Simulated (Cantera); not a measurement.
Input: 1 mol HF, 0.28 mol H₂O, 6.4 mol H₂, held at 1577 °C and 0.128 Torr.

Method: chemical equilibrium by Gibbs-energy minimisation in Cantera with the NASA 1993 tables (ideal gas, pure condensed phases). Candidate condensed phases: H₂O; 22 gas species. Rates play no part.

Base state: H₂ 0.799, HF 0.128, H 0.0369, H₂O 0.0357, OH 0.000122 (mole fractions); condensed: gas only.

**Question.** What changes in the equilibrium state with this change: HF replaced by HCl?

**Answer.** 
```tsv
species	before	after
H₂	0.799	0.800
HCl	0	0.123
H	0.0369	0.0370
HF	0.128	0
Cl	0	0.00432
H₂O	0.0357	0.0356
OH	0.000122	0.000121
```
